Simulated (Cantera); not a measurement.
An adiabatic, constant-pressure homogeneous reactor starts with CH₄ : H₂ : O₂ : N₂ = 1 : 0.34 : 6.2 : 42.2 (molar parts), equivalence ratio 0.35, at 1025 K and 4800 Torr. Integrator tolerance rtol = 1e-08.

Model: GRI-Mech 3.0 (53 species, 325 reactions), integrated in Cantera.

```json
[
 {"quantity": "time of steepest temperature rise", "before": "21.4 ms", "after": "19.1 µs"},
 {"quantity": "temperature at 0.300 s", "before": "1534 K", "after": "2225 K"},
 {"quantity": "equilibrium temperature", "before": "1531 K", "after": "2225 K"},
 {"quantity": "x(CH₄) at 0.300 s", "before": "<1e-12 (gas-phase equilibrium <1e-12)", "after": "<1e-12 (gas-phase equilibrium <1e-12)"},
 {"quantity": "x(H₂) at 0.300 s", "before": "1.94e-7 (gas-phase equilibrium 1.88e-7)", "after": "8.82e-5 (gas-phase equilibrium 8.82e-5)"},
 {"quantity": "x(O₂) at 0.300 s", "before": "0.0813 (gas-phase equilibrium 0.0808)", "after": "0.0766 (gas-phase equilibrium 0.0765)"},
 {"quantity": "x(CO₂) at 0.300 s", "before": "0.0202 (gas-phase equilibrium 0.0202)", "after": "0.0200 (gas-phase equilibrium 0.0200)"},
 {"quantity": "x(NO₂) at 0.300 s", "before": "2.26e-9 (gas-phase equilibrium 7.03e-6)", "after": "1.56e-5 (gas-phase equilibrium 1.57e-5)"},
 {"quantity": "x(H₂O) at 0.300 s", "before": "0.0472 (gas-phase equilibrium 0.0472)", "after": "0.0462 (gas-phase equilibrium 0.0462)"},
 {"quantity": "x(HCN) at 0.300 s", "before": "<1e-12 (gas-phase equilibrium <1e-12)", "after": "<1e-12 (gas-phase equilibrium <1e-12)"}
]
```

### Question
What was changed between the two runs?
A) initial temperature 1025 to 1375 K
B) pressure from 4800 Torr to 11300 Torr
C) initial temperature 1025 to 1100 K
D) initial temperature 1025 to 1775 K

### Answer
D, initial temperature 1025 to 1775 K
